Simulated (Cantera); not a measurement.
Mixture: 1.73 % CH4, 0.364 % C2H6, 0.831 % C3H8, 14.8 % O2, 78.6 % N2, 3.64 % H2O, equivalence ratio 0.60, at 0.900 bar, adiabatic and at constant volume. Ignition delay is the time to a rise of 400 K.

Model: GRI-Mech 3.0 (53 species, 325 reactions), integrated in Cantera. GRI-Mech 3.0 was tuned for natural gas; its chemistry of propane as a main component is partial and can be far from experiment.

**Question.** At T0 = 1423 K, what is the delay, and which 8 reactions control it most (d ln τ / d ln k, from doubling and halving each rate constant)?

**Answer.** The delay is 0.219 ms.
| reaction | d ln τ / d ln k | faster rate |
|---|---|---|
| H + O2 <=> O + OH | -0.58 | shortens it |
| C2H5 + CH3 (+M) <=> C3H8 (+M) | -0.38 | shortens it |
| CH3 + HO2 <=> CH3O + OH | -0.31 | shortens it |
| C3H8 + H <=> C3H7 + H2 | 0.22 | lengthens it |
| 2 CH3 (+M) <=> C2H6 (+M) | 0.19 | lengthens it |
| CH4 + OH <=> CH3 + H2O | 0.16 | lengthens it |
| C2H5 + O2 <=> C2H4 + HO2 | -0.12 | shortens it |
| CH4 + H <=> CH3 + H2 | 0.12 | lengthens it |
